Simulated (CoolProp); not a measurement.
Vapour-liquid equilibrium of R143a (1) + dimethyl ether (2) at 38.65 °C; x and y are mole fractions of (1).

Values from CoolProp's multi-fluid Helmholtz-energy mixture model, Lemmon and Jacobsen 2000 and Wu 2011; pair parameters Bell 2016.

| x | bubble pressure (MPa) | y at the bubble point | dew pressure at overall composition x (MPa) | liquid density (mol/L) |
|---|---|---|---|---|
| 0.05 | 0.9100 | 0.094 | 0.8856 | 13.68 |
| 0.2 | 1.057 | 0.318 | 0.9750 | 13.15 |
| 0.35 | 1.196 | 0.490 | 1.081 | 12.62 |
| 0.5 | 1.330 | 0.629 | 1.205 | 12.09 |
| 0.65 | 1.462 | 0.751 | 1.352 | 11.57 |
| 0.8 | 1.594 | 0.861 | 1.520 | 11.04 |
| 0.95 | 1.728 | 0.966 | 1.708 | 10.50 |

No azeotrope shows between x = 0.05 and 0.95.

Pair parameters are fitted to limited data, so mixtures are less certain than the pure fluids.
